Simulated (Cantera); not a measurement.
A closed system holds: 1 mol C2H4, 2.8 mol H2, at 15.0 mbar.

These are equilibrium values from Cantera (NASA tables, ideal gas, pure condensed phases), not measurements of a reactor. Candidate condensed phases: C, C6H6, C7H8, C8H18; 76 gas species. Kinetics and transport are ignored.

log p: log10 of the partial pressure in bar; n: condensed amount in mol.

```json
[
 {"T (°C)": "452", "log p H2": "-1.85", "log p CH4": "-3.00", "log p H": "<-13", "log p C2H2 (acetylene)": "<-13", "log p CH3": "<-13", "n C(graphite)": "1.70"},
 {"T (°C)": "552", "log p H2": "-1.83", "log p CH4": "-3.70", "log p H": "-12.02", "log p C2H2 (acetylene)": "-13.27", "log p CH3": "-12.72", "n C(graphite)": "1.94"},
 {"T (°C)": "652", "log p H2": "-1.83", "log p CH4": "-4.29", "log p H": "-10.50", "log p C2H2 (acetylene)": "-11.72", "log p CH3": "-11.75", "n C(graphite)": "1.98"},
 {"T (°C)": "752", "log p H2": "-1.82", "log p CH4": "(withheld)", "log p H": "(withheld)", "log p C2H2 (acetylene)": "(withheld)", "log p CH3": "(withheld)", "n C(graphite)": "1.99"},
 {"T (°C)": "852", "log p H2": "-1.82", "log p CH4": "-5.19", "log p H": "-8.26", "log p C2H2 (acetylene)": "-9.46", "log p CH3": "-10.36", "n C(graphite)": "2.00"},
 {"T (°C)": "952", "log p H2": "-1.82", "log p CH4": "-5.53", "log p H": "-7.42", "log p C2H2 (acetylene)": "-8.61", "log p CH3": "-9.84", "n C(graphite)": "2.00"},
 {"T (°C)": "1052", "log p H2": "-1.82", "log p CH4": "-5.82", "log p H": "-6.70", "log p C2H2 (acetylene)": "-7.89", "log p CH3": "-9.40", "n C(graphite)": "2.00"},
 {"T (°C)": "1152", "log p H2": "-1.82", "log p CH4": "-6.07", "log p H": "-6.08", "log p C2H2 (acetylene)": "-7.28", "log p CH3": "-9.02", "n C(graphite)": "2.00"},
 {"T (°C)": "1252", "log p H2": "-1.82", "log p CH4": "-6.29", "log p H": "-5.54", "log p C2H2 (acetylene)": "-6.74", "log p CH3": "-8.70", "n C(graphite)": "2.00"},
 {"T (°C)": "1352", "log p H2": "-1.82", "log p CH4": "(withheld)", "log p H": "(withheld)", "log p C2H2 (acetylene)": "(withheld)", "log p CH3": "(withheld)", "n C(graphite)": "2.00"},
 {"T (°C)": "1452", "log p H2": "-1.82", "log p CH4": "-6.65", "log p H": "-4.64", "log p C2H2 (acetylene)": "-5.86", "log p CH3": "-8.16", "n C(graphite)": "2.00"},
 {"T (°C)": "1552", "log p H2": "-1.83", "log p CH4": "-6.80", "log p H": "-4.27", "log p C2H2 (acetylene)": "-5.49", "log p CH3": "-7.94", "n C(graphite)": "2.00"},
 {"T (°C)": "1652", "log p H2": "-1.83", "log p CH4": "-6.94", "log p H": "-3.93", "log p C2H2 (acetylene)": "-5.17", "log p CH3": "-7.74", "n C(graphite)": "2.00"}
]
```

**Question.** Some entries are withheld; supply them.

**Answer.** 
- 752, log p CH4: -4.78
- 752, log p H: -9.27
- 752, log p C2H2 (acetylene): -10.48
- 752, log p CH3: -10.99
- 1352, log p CH4: -6.48
- 1352, log p H: -5.06
- 1352, log p C2H2 (acetylene): -6.27
- 1352, log p CH3: -8.41
